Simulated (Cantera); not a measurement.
Input (Python, Cantera) and output of one run.

```python
import numpy as np
import cantera as ct

gas_names = """
    C CN CO CO2 C2 CCN CNC C2N2 C2O C3 C3O2 C4 C4N2 C5 N NCO NO NO2 NO3 N2 N2O O O2 O3 Si SiC SiC2 SiN
    SiO SiO2 Si2 Si2C Si2N Si3
""".split()
cond_names = """
    C(gr) Si(cr) Si(L) SiC(b) SiO2(Lqz) SiO2(hqz) SiO2(L) Si2N2O(s) Si3N4(a)
""".split()


# ... load() reads the species with a 1 bar reference pressure and builds the phases ...
atoms = {
    'SiO2': {'Si': 1, 'O': 2},
    'C': {'C': 1},
    'N2': {'N': 2},
}
top_T = {'C(gr)': 4500, 'SiC(b)': 3050, 'Si2N2O(s)': 2100, 'Si3N4(a)': 2400}  # K; cautious upper limits of use, not melting points


# ... equilibrate(T, P, feed) seeds the gas with the atoms and calls Mixture.equilibrate('TP', solver="vcs", rtol=1e-11, max_steps=5000) ...
results = []
feed = {'SiO2': 1, 'C': 0.47, 'N2': 0.29}  # mol
T = 1575  # K
for P in [10, 42, 180, 750, 3200, 13000, 56000, 240000, 1000000]:
    mix = equilibrate(T, P, feed)
    results.append((T, P, feed, dict(zip(mix.species_names, mix.species_moles))))

top = {s: max(r[3][s] / sum(r[3][g] for g in gas_names) for r in results) for s in gas_names}
cols = sorted((s for s in top if top[s] > 0.0001), key=lambda s: -top[s])[:8]
seen = [c for c in cond_names if any(r[3].get(c, 0) > 1e-12 for r in results)]
print("log10 of partial pressures in bar; condensed amounts in mol")
print(f"{'P/Pa':>10s}" + "".join(f"{s[:9]:>10s}" for s in cols + seen))
for T, P, feed, n in results:
    ng = sum(n[g] for g in gas_names)
    print(f"{P:10.4g}" + "".join(f"{np.log10(max(n[s] / ng * P / 1e5, 1e-99)):10.3f}" for s in cols)
          + "".join(f"{n.get(c, 0):10.4g}" for c in seen))
```

It prints:

```
log10 of partial pressures in bar; condensed amounts in mol
      P/Pa        N2        CO       SiO       CO2     C(gr) SiO2(hqz) Si2N2O(s)
        10    -4.628    -4.418    -4.418    -8.333         0    0.5299         0
        42    -4.004    -3.795    -3.795    -8.333         0      0.53         0
       180    -3.392    -2.924    -3.692    -7.565         0    0.6599    0.1299
       750    -2.779    -2.243    -3.896    -6.680         0    0.6832    0.1532
      3200    -2.150    -1.605    -4.106    -5.832         0    0.6862    0.1562
   1.3e+04    -1.542    -0.995    -4.309    -5.019         0    0.6866    0.1566
   5.6e+04    -0.906    -0.361    -4.521    -4.173  0.001186    0.6874    0.1563
   2.4e+05     0.152    -0.008    -4.873    -3.468     0.307    0.8913   0.05435
     1e+06     0.916     0.246    -5.128    -2.959     0.412    0.9613   0.01934
```

These are equilibrium values from Cantera (NASA tables, ideal gas, pure condensed phases), not measurements of a reactor. Mutual solubility and eutectic melting of coexisting phases are not modelled. The tables hold silica as quartz up to 1696 K and as liquid above; real silica turns to tridymite and cristobalite and melts near 1996 K.
